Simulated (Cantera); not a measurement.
Charge: 1 mol Ta, 0.13 mol H2O, 0.36 mol O2, equilibrated at 2750 K and 46.0 Pa.

Equilibrium computed with Cantera from the NASA thermochemical tables; the gas is ideal and each condensed phase is pure. Candidate condensed phases: H2O, Ta, Ta2O5; 12 gas species. Condensed phases not in the tables: N, O or C dissolved in the metal. Rates play no part.

Base state: TaO 0.479, H 0.276, TaO2 0.234, H2 0.00748, O 0.00312, OH 0.000134, Ta 6.97e-5, H2O 1.35e-5 (mole fractions); condensed: Ta(s).

What changes in the equilibrium state with this change: Ta replaced by Zr?


```json
[
 {"species": "ZrO", "before": "0", "after": "0.709"},
 {"species": "H", "before": "0.276", "after": "0.210"},
 {"species": "Zr", "before": "0", "after": "0.0747"},
 {"species": "TaO", "before": "0.479", "after": "0"},
 {"species": "TaO2", "before": "0.234", "after": "0"},
 {"species": "ZrO2", "before": "0", "after": "0.00248"},
 {"species": "Ta", "before": "6.97e-5", "after": "0"},
 {"species": "H2O", "before": "1.35e-5", "after": "2.04e-7"},
 {"species": "OH", "before": "0.000134", "after": "2.66e-6"},
 {"species": "O", "before": "0.00312", "after": "8.18e-5"},
 {"species": "Ta(s), mol", "before": "0.362", "after": "0"},
 {"species": "Zr(l), mol", "before": "0", "after": "0.0641"}
]
```
Further candidate phases: Zr, ZrO2.

What changes in the equilibrium state with this change: temperature from 2750 K to 2675 K?


```json
[
 {"species": "TaO", "before": "0.479", "after": "0.389"},
 {"species": "TaO2", "before": "0.234", "after": "0.312"},
 {"species": "H", "before": "0.276", "after": "0.283"},
 {"species": "H2", "before": "0.00748", "after": "0.0138"},
 {"species": "Ta", "before": "6.97e-5", "after": "2.67e-5"},
 {"species": "H2O", "before": "1.35e-5", "after": "3.40e-5"},
 {"species": "O", "before": "0.00312", "after": "0.00229"},
 {"species": "Ta(s), mol", "before": "0.362", "after": "0.413"}
]
```

What changes in the equilibrium state with this change: temperature from 2750 K to 2150 K?


| species | before | after |
|---|---|---|
| H2 | 0.00748 | 0.795 |
| H | 0.276 | 0.175 |
| TaO2 | 0.234 | 0.0227 |
| TaO | 0.479 | 0.00458 |
| Ta | 6.97e-5 | 4.97e-9 |
| O | 0.00312 | 1.11e-5 |
| H2O | 1.35e-5 | 0.00251 |
| OH | 0.000134 | 7.15e-5 |
| Ta(s), mol | 0.362 | 0.659 |
| Ta2O5(l), mol | 0 | 0.168 |
Mutual solubility and eutectic melting of coexisting phases are not modelled.
